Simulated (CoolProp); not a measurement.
Vapour-liquid equilibrium of cyclohexane (1) + ethylbenzene (2) at 46.75 °C; x and y are mole fractions of (1).

Model: multi-fluid Helmholtz-energy mixture model, Zhou 2014 and Zhou 2012; pair parameters Bell 2016, in CoolProp.

### Question
Give the bubble pressure and the first vapour's composition at x = 0.35, 0.65, 0.75. Is there an azeotrope?

### Answer
x = 0.35: 0.01584 MPa, y = 0.829; x = 0.65: 0.02369 MPa, y = 0.931; x = 0.75: 0.02603 MPa, y = 0.952. No azeotrope shows between x = 0.05 and 0.95.

Pair parameters are fitted to limited data, so mixtures are less certain than the pure fluids.
